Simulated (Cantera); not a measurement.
Low-pressure radical oxidation in H2/O2

An isothermal, constant-pressure homogeneous reactor starts with H2 : O2 = 0.015 : 1 (molar parts), equivalence ratio 0.0075, at 1098 K and 8.25 Torr.

Model: the H2/O2 subset of GRI-Mech 3.0, which has no nitrogen chemistry, integrated in Cantera. Radical loss at walls, strong at low pressure, is not modelled.

```tsv
t (s)	x H2	x O2	x O	x HO2	x H2O	x H
2.00e-5	0.0148	0.985	2.88e-12	2.67e-11	<1e-12	2.39e-11
4.98e-5	0.0148	0.985	1.60e-11	6.66e-11	<1e-12	5.13e-11
0.000124	0.0148	0.985	7.93e-11	1.66e-10	1.06e-11	9.64e-11
0.000308	0.0148	0.985	3.48e-10	4.14e-10	1.11e-10	1.74e-10
0.000767	0.0148	0.985	1.65e-9	1.03e-9	1.08e-9	4.43e-10
0.00191	0.0148	0.985	1.51e-8	2.64e-9	1.57e-8	3.02e-9
0.00475	0.0148	0.985	1.44e-6	1.52e-8	1.72e-6	2.75e-7
0.0118	0.00356	0.976	0.00709	2.52e-6	0.00931	0.00187
0.0294	8.69e-5	0.974	0.00991	1.55e-6	0.0139	0.000918
0.0733	5.95e-5	0.978	0.00686	1.34e-6	0.0142	0.000526
0.182	2.91e-5	0.982	0.00333	9.85e-7	0.0145	0.000178
0.454	9.14e-6	0.984	0.00105	5.58e-7	0.0147	3.15e-5
1.13	2.05e-6	0.985	0.000239	2.36e-7	0.0148	3.42e-6
2.81	4.08e-7	0.985	4.83e-5	7.85e-8	0.0149	3.13e-7
7.00	8.57e-8	0.985	1.03e-5	2.29e-8	0.0149	3.08e-8
```
x: mole fraction; the columns are a selection and need not sum to one.

Equilibrium at this temperature and pressure: H2 1.81e-10, O2 0.985, O 2.26e-8, HO2 1.55e-9, H2O 0.0149, H 3.19e-12 (gas phase only).
